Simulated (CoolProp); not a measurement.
The fluid at 298.15 K and 0.0123 MPa flows at 0.14 m/s in a round tube of 4.6 mm bore and 45 µm roughness, fully developed (64/Re and Nu = 3.66 if laminar; Colebrook and Gnielinski if turbulent). The same conditions are run with several fluids, on thermodynamics alone (safety and materials aside).

Model: reference Helmholtz-energy equation of state of each fluid (n-hexane: Thol 2019; ethane: Bücker 2006; R143a: Lemmon and Jacobsen 2000; n-pentane: Thol 2019), in CoolProp.

### Question
Rank n-hexane, ethane, R143a, n-pentane by Reynolds number, highest first.

### Answer
n-hexane (44.4), n-pentane (34.3), R143a (24.2), ethane (10.3)

```csv
fluid,Darcy friction factor,pressure drop (Pa/m),heat-transfer coefficient (W/(m² K)),mass flow (kg/h)
n-hexane,1.44,1.33,11.0,0.00362
ethane,6.21,1.98,16.6,0.00125
R143a,2.64,2.35,11.8,0.00350
n-pentane,1.87,1.43,11.5,0.00302
```

Transport values come from each fluid's own correlations; those of R143a, n-pentane are estimates that may be off by 10 % or more.
